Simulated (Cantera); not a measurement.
Thermodynamics of hydrogen reduction and annealing atmospheres, feed Ta2O5 + H2 + H2O

Charge: 1 mol Ta2O5, 160 mol H2, 0.16 mol H2O, held at 2600 Pa.

These are equilibrium values from Cantera (NASA tables, ideal gas, pure condensed phases), not measurements of a reactor. Candidate condensed phases: H2O, Ta, Ta2O5; 12 gas species. Mutual solubility and eutectic melting of coexisting phases are not modelled. Condensed phases not in the tables: N, O or C dissolved in the metal. Equilibrium is a limit: real reactors are often held back by kinetics, nucleation or transport.

```tsv
T (°C)	log p H2	log p H	log p H2O	log p TaO2	log p TaO	log p OH	log p O	n Ta2O5(s)	n Ta(s)	n Ta2O5(l)
902	-1.59	-7.70	-4.59	<-13	<-13	-12.86	<-13	1.00	0	0
1052	-1.59	-6.58	-4.59	<-13	<-13	-11.41	<-13	1.00	0	0
1202	-1.59	-5.68	-4.59	-11.99	<-13	-10.26	<-13	1.00	0	0
1352	-1.59	-4.94	-4.59	-9.81	-11.12	-9.32	-12.76	1.000	0	0
1502	-1.59	-4.33	-4.59	-8.02	-8.94	-8.54	-11.39	1.000	0	0
1652	-1.59	-3.81	-4.47	-6.57	-7.28	-7.76	-10.12	0.990	0.0185	0
1802	-1.59	-3.37	-4.20	-5.44	-6.16	-6.92	-8.84	0	0.0864	0.943
```
log p: log10 of the partial pressure in bar; n: condensed amount in mol.

From 902 °C to 1502 °C the condensed part is Ta2O5(s). At 1652 °C the condensed part is Ta(s) + Ta2O5(s). At 1802 °C the condensed part is Ta(s) + Ta2O5(l).
